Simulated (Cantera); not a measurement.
Charge: 1 mol NaCl, 0.097 mol HCl, 0.43 mol H2, at 0.00133 bar.

Equilibrium computed with Cantera from the NASA thermochemical tables; the gas is ideal and each condensed phase is pure. Candidate condensed phases: Na, NaCl; 10 gas species. The numbers say what is thermodynamically allowed, not how fast it happens.

x: gas mole fraction; n: condensed amount in mol.

| T (°C) | x H2 | x NaCl | x HCl | x Na2Cl2 | x Na | n NaCl(s) |
|---|---|---|---|---|---|---|
| 327 | 0.816 | 8.96e-10 | 0.184 | 6.20e-11 | <1e-12 | 1.00 |
| 377 | 0.816 | 2.85e-8 | 0.184 | 2.83e-9 | <1e-12 | 1.00 |
| 427 | 0.816 | 5.46e-7 | 0.184 | 7.35e-8 | <1e-12 | 1.00 |
| 477 | 0.816 | 6.97e-6 | 0.184 | 1.21e-6 | <1e-12 | 1.000 |
| 527 | 0.816 | 6.41e-5 | 0.184 | 1.38e-5 | <1e-12 | 1.000 |
| 577 | 0.815 | 0.000450 | 0.184 | 0.000117 | [?] | 1.000 |
| 627 | 0.813 | 0.00252 | 0.183 | 0.000767 | [?] | 0.998 |
| 677 | 0.803 | 0.0117 | 0.181 | 0.00407 | [?] | 0.989 |
| 727 | 0.764 | 0.0460 | 0.172 | 0.0180 | [?] | 0.954 |
| 777 | 0.631 | 0.158 | 0.142 | 0.0683 | [?] | 0.799 |
| 827 | 0.330 | 0.421 | 0.0746 | 0.174 | [?] | 0 |
| 877 | 0.310 | 0.517 | 0.0701 | 0.102 | [?] | 0 |
| 927 | 0.297 | 0.581 | 0.0671 | 0.0548 | [?] | 0 |

Q: Some entries are withheld; supply them.

A: 
- 577, x Na: 1.16e-11
- 627, x Na: 3.02e-10
- 677, x Na: 5.57e-9
- 727, x Na: 7.76e-8
- 777, x Na: 8.98e-7
- 827, x Na: 9.16e-6
- 877, x Na: 2.94e-5
- 927, x Na: 7.91e-5
